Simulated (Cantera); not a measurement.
A perfectly stirred reactor is fed with 2.01 % C3H8, 20.5 % O2, 77.2 % N2, 0.241 % CO2, at 81000 Pa; it is adiabatic with a 698 K inlet, and is followed from long to short residence time, starting on the burning branch (τ in s: 0.032, 0.014, 0.0061, 0.0027, 0.0012, 0.00051, 0.00022, 9.6e-05, 4.2e-05, 1.8e-05, 8e-06, 3.5e-06).

Computed with Cantera and GRI-Mech 3.0 (53 species, 325 reactions). GRI-Mech 3.0 was tuned for natural gas; its chemistry of propane as a main component is partial and can be far from experiment.

Task: Predict: blow-out, bracketed by the residence times tried; x(C3H8) at τ = 32.0 ms; x(O2) at τ = 32.0 ms; x(H2) at τ = 32.0 ms; x(HCO) at τ = 32.0 ms; x(OH) at τ = 32.0 ms; x(C3H8) at τ = 0.220 ms; x(O2) at τ = 0.220 ms; x(H2) at τ = 0.220 ms; x(HCO) at τ = 0.220 ms; x(OH) at τ = 0.220 ms.

Result: blow-out, bracketed by the residence times tried: burning at 0.220 ms, out at 96.0 µs
x(C3H8) at τ = 32.0 ms: 1.67e-6
x(O2) at τ = 32.0 ms: 0.102
x(H2) at τ = 32.0 ms: 0.000204
x(HCO) at τ = 32.0 ms: 4.94e-8
x(OH) at τ = 32.0 ms: 0.00191
x(C3H8) at τ = 0.220 ms: 8.63e-5
x(O2) at τ = 0.220 ms: 0.111
x(H2) at τ = 0.220 ms: 0.00236
x(HCO) at τ = 0.220 ms: 8.88e-6
x(OH) at τ = 0.220 ms: 0.00357
